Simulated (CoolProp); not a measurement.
R21 at several states: Z from the reference equation and from simpler models built on Tc = 452.7 K, pc = 52.89 bar, ω = 0.206; each cubic takes its own stable root.

The numbers come from the reference Helmholtz-energy equation of state, Platzer 1990 in CoolProp. This equation is an older, rougher fit; its heat capacities, sound speeds and derivatives of the liquid may be far off and weren't checked against measurements.

| T (K) | p (bar) | phase | reference |
|---|---|---|---|
| 207.4 | 40.6 | liquid | 0.1543 |
| 315.4 | 0.396 | gas | 0.9909 |
| 319.6 | 1.45 | gas | 0.9674 |
| 383.4 | 18.8 | liquid | 0.05396 |

Problem. How far does each simpler model (van der Waals, Redlich-Kwong) lie from the reference over these 4 states: mean and median of the absolute difference, and the worst?

Solution. 
- van der Waals: mean 366.5 %, median 31.0 %, worst +1403.7 % at 383.4 K and 18.8 bar
- Redlich-Kwong: mean 330.2 %, median 4.6 %, worst +1311.4 % at 383.4 K and 18.8 bar

At some of these states van der Waals, Redlich-Kwong gives the other phase, because its saturation line lies elsewhere.
